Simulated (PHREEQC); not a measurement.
1 kg of water holding 0.084 mol SrCl2 and 0.24 mol CaCl2 is evaporated at 15 °C; the solids stay in contact with the brine. No CO2 enters from the air. The run lets Portlandite precipitate or redissolve, and no other solid.

All values are PHREEQC results (Pitzer model, pitzer.dat), not measurements.

| water left (kg) | ionic strength | water activity | Sr in solution (mol/kgw) | Ca in solution (mol/kgw) | Cl in solution (mol/kgw) |
|---|---|---|---|---|---|
| 1 | 0.972 | 0.985 | 0.0840 | 0.240 | 0.648 |
| 0.8219 | 1.18 | 0.981 | 0.102 | 0.292 | 0.788 |
| 0.6755 | 1.44 | 0.977 | 0.124 | 0.355 | 0.959 |
| 0.5552 | 1.75 | 0.971 | 0.151 | 0.432 | 1.17 |
| 0.4563 | 2.13 | 0.964 | 0.184 | 0.526 | 1.42 |
| 0.375 | 2.59 | 0.954 | 0.224 | 0.640 | 1.73 |
| 0.3082 | 3.15 | 0.942 | 0.273 | 0.779 | 2.10 |
| 0.2533 | 3.84 | 0.925 | 0.332 | 0.947 | 2.56 |
| 0.2082 | 4.67 | 0.903 | 0.403 | 1.15 | 3.11 |
| 0.1711 | 5.68 | 0.872 | 0.491 | 1.40 | 3.79 |
| 0.1407 | 6.91 | 0.831 | 0.597 | 1.71 | 4.61 |
| 0.1156 | 8.41 | 0.776 | 0.727 | 2.08 | 5.60 |
| 0.09502 | 10.2 | 0.704 | 0.884 | 2.53 | 6.82 |
| 0.07809 | 12.4 | 0.612 | 1.08 | 3.07 | 8.30 |
| 0.06418 | 15.1 | 0.499 | 1.31 | 3.74 | 10.1 |
